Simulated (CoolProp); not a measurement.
R124 along the isotherm 165.85 °C: density (kg/m³) from the reference equation and from simpler models built on Tc = 122.3 °C, pc = 3.624 MPa, ω = 0.288; each cubic takes its own stable root.

The numbers come from the reference Helmholtz-energy equation of state, de Vries 1995 in CoolProp.

```
p (MPa)          phase  reference  ideal gas  Soave-Redlich-Kwong
-------  -------------  ---------  ---------  -------------------
0.34               gas      13.01      12.71                13.00
0.68               gas      26.66      25.43                26.63
1.02               gas          ?      38.14                40.94
1.36               gas      56.17      50.85                    ?
1.7                gas      72.22      63.56                71.95
2.04               gas      89.30      76.28                88.86
2.38               gas      107.6      88.99                106.9
2.72               gas      127.2      101.7                126.1
3.06               gas      148.4      114.4                146.8
3.4                gas      171.5      127.1                169.2
3.74     supercritical      196.8      139.8                193.5
4.08     supercritical      224.8      152.6                220.0
4.42     supercritical      256.1      165.3                249.0
4.76     supercritical          ?      178.0                280.8
5.1      supercritical      330.7      190.7                315.5
5.44     supercritical      375.0      203.4                352.6
```

Task: Some entries are withheld; supply them.

Result: 
- 1.02, reference: 41.01
- 1.36, Soave-Redlich-Kwong: 56.01
- 4.76, reference: 291.2
